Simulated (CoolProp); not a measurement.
Vapour-liquid equilibrium of CH2F2 (R32) (1) + R1234ze(E) (2) at -58.75 °C; x and y are mole fractions of (1).

Model: multi-fluid Helmholtz-energy mixture model, Tillner-Roth 1997 and Thol 2016; pair parameters Bell 2023, in CoolProp.

| x | bubble pressure (kPa) | y at the bubble point | dew pressure at overall composition x (kPa) | liquid density (mol/L) |
|---|---|---|---|---|
| 0.05 | 16.50 | 0.299 | 12.69 | 12.56 |
| 0.2 | 28.02 | 0.645 | 14.74 | 13.57 |
| 0.35 | 37.49 | 0.775 | 17.58 | 14.75 |
| 0.5 | 45.46 | 0.848 | 21.73 | 16.15 |
| 0.65 | 52.61 | 0.900 | 28.31 | 17.86 |
| 0.8 | 59.63 | 0.944 | 39.92 | 19.97 |
| 0.95 | 67.02 | 0.986 | 60.65 | 22.64 |

No azeotrope shows between x = 0.05 and 0.95.

Pair parameters are fitted to limited data, so mixtures are less certain than the pure fluids.
